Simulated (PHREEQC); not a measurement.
# Polishing slurry liquid

Consider water at 20 °C with 0.039 mol/kgw K2CO3, 0.048 mol/kgw K2SO4 and 0.00023 mol/kgw CO2. Closed to the air; pH follows from the charge balance.

Model: ion-association model, phreeqc.dat, run in PHREEQC.

This is a speciation only: nothing precipitates in the calculation.

### Question
Estimate the pH, ionic strength.

### Answer
pH 11.22; ionic strength 0.238 mol/kgw.

### Question
In which forms is K present?

### Answer
K+ 94 %, KSO4- 6.0 % of the K.

Species that the database lacks are ignored.
